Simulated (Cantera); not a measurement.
An adiabatic, constant-pressure homogeneous reactor starts with 5.17 % C3H8, 19.9 % O2, 74.9 % N2, equivalence ratio 1.3, at 1425 K and 9.87 atm.

Cantera simulation using GRI-Mech 3.0 (53 species, 325 reactions); the numbers are that mechanism's predictions, not measurements. GRI-Mech 3.0 was tuned for natural gas; its chemistry of propane as a main component is partial and can be far from experiment.

x: mole fraction; the columns are a selection and need not sum to one.

| t (s) | T (K) | x C3H8 | x O2 | x CH2 | x H2 | x CH4 | x OH | x CH2O |
|---|---|---|---|---|---|---|---|---|
| 1.00e-6 | 1424 | 0.0516 | 0.199 | 4.67e-10 | 1.66e-5 | 4.61e-6 | 4.92e-7 | 5.06e-6 |
| 2.90e-6 | 1423 | 0.0512 | 0.199 | [?] | 9.20e-5 | 4.38e-5 | 2.11e-6 | 9.01e-5 |
| 8.42e-6 | 1423 | 0.0493 | 0.198 | [?] | 0.000468 | 0.000299 | 3.01e-6 | 0.000587 |
| 2.44e-5 | 1429 | 0.0426 | 0.193 | [?] | 0.00205 | 0.00140 | 5.58e-6 | 0.00227 |
| 7.09e-5 | 2907 | <1e-12 | 0.00262 | 1.82e-12 | 0.0309 | 1.14e-12 | 0.0100 | 1.03e-8 |
| 0.000206 | 2904 | <1e-12 | 0.00222 | 1.90e-12 | 0.0313 | 1.34e-12 | 0.00930 | 1.06e-8 |
| 0.000597 | 2899 | <1e-12 | 0.00208 | 1.91e-12 | 0.0317 | 1.41e-12 | 0.00904 | 1.08e-8 |
| 0.00173 | 2899 | <1e-12 | 0.00208 | 1.91e-12 | 0.0317 | 1.41e-12 | 0.00903 | 1.08e-8 |
| 0.00503 | 2899 | <1e-12 | 0.00208 | 1.91e-12 | 0.0317 | 1.41e-12 | 0.00903 | 1.08e-8 |
| 0.0146 | 2899 | <1e-12 | 0.00208 | 1.91e-12 | 0.0317 | 1.41e-12 | 0.00903 | 1.08e-8 |
| 0.0423 | 2899 | <1e-12 | 0.00208 | 1.91e-12 | 0.0317 | 1.41e-12 | 0.00903 | 1.08e-8 |
| 0.123 | 2899 | <1e-12 | 0.00208 | 1.91e-12 | 0.0317 | 1.41e-12 | 0.00903 | 1.08e-8 |
| 0.356 | 2899 | <1e-12 | 0.00208 | 1.91e-12 | 0.0317 | 1.41e-12 | 0.00903 | 1.08e-8 |
| 1.03 | 2899 | <1e-12 | 0.00208 | 1.91e-12 | 0.0317 | 1.41e-12 | 0.00903 | 1.08e-8 |
| 3.00 | 2899 | <1e-12 | 0.00208 | 1.91e-12 | 0.0317 | 1.41e-12 | 0.00903 | 1.08e-8 |

Task: Fill in the missing entries.

Result: 
- 2.90e-6, x CH2: 5.54e-9
- 8.42e-6, x CH2: 1.21e-8
- 2.44e-5, x CH2: 2.35e-8
